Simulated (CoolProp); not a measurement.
50 sccm (0 °C, 1 atm) of nitrogen bubbles through liquid the fluoroketone C6F12O (FK-5-1-12) at 293.6 K and leaves saturated at a total pressure of 0.15 MPa (ideal gas phase). Each further row changes one setting.

Computed with CoolProp (reference Helmholtz-energy equation of state, McLinden 2015).

```json
[
 {"case": "as stated", "vapour pressure (kPa)": "33.2", "mole fraction of vapour": "0.222", "delivery (mg/min)": "201", "delivery (sccm)": "14.2", "change of delivery for a bath 1 K warmer (%)": "5.8"},
 {"case": "bath temperature 298.6 K", "vapour pressure (kPa)": "41.2", "mole fraction of vapour": "0.275", "delivery (mg/min)": "267", "delivery (sccm)": "18.9", "change of delivery for a bath 1 K warmer (%)": "6.0"},
 {"case": "total pressure 0.3 MPa", "vapour pressure (kPa)": "33.2", "mole fraction of vapour": "0.111", "delivery (mg/min)": "87.8", "delivery (sccm)": "6.23", "change of delivery for a bath 1 K warmer (%)": "5.0"}
]
```
